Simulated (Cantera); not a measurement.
An isothermal, constant-pressure homogeneous reactor starts with NO : N2 = 1 : 1.1 (molar parts), at 1600 K and 9.00 Torr. Integrator tolerance rtol = 1e-08.

Model: GRI-Mech 3.0 (53 species, 325 reactions), integrated in Cantera. Radical loss at walls, strong at low pressure, is not modelled.

Task: What does this change do: pressure from 9.00 Torr to 1.00 bar?

Result: 
| quantity | before | after |
|---|---|---|
| x(NO) at 300 s | 0.424 (gas-phase equilibrium 0.00203) | 0.0387 (gas-phase equilibrium 0.00203) |
| x(O2) at 300 s | 0.0260 (gas-phase equilibrium 0.237) | 0.219 (gas-phase equilibrium 0.237) |
| x(N2O) at 300 s | 5.52e-5 (gas-phase equilibrium 1.30e-8) | 6.40e-7 (gas-phase equilibrium 1.19e-7) |
| x(O) at 300 s | 2.54e-5 (gas-phase equilibrium 6.49e-5) | 6.83e-6 (gas-phase equilibrium 7.11e-6) |
| x(N2) at 300 s | 0.550 (gas-phase equilibrium 0.761) | 0.743 (gas-phase equilibrium 0.761) |

Task: What does this change do: N2 1.1 to 8.4 parts?

Result: 
| quantity | before | after |
|---|---|---|
| x(NO) at 300 s | 0.424 (gas-phase equilibrium 0.00203) | 0.103 (gas-phase equilibrium 0.00107) |
| x(O2) at 300 s | 0.0260 (gas-phase equilibrium 0.237) | 0.00150 (gas-phase equilibrium 0.0526) |
| x(N2O) at 300 s | 5.52e-5 (gas-phase equilibrium 1.30e-8) | 3.61e-6 (gas-phase equilibrium 7.64e-9) |
| x(O) at 300 s | 2.54e-5 (gas-phase equilibrium 6.49e-5) | 7.07e-6 (gas-phase equilibrium 3.06e-5) |
| x(N2) at 300 s | 0.550 (gas-phase equilibrium 0.761) | 0.895 (gas-phase equilibrium 0.946) |
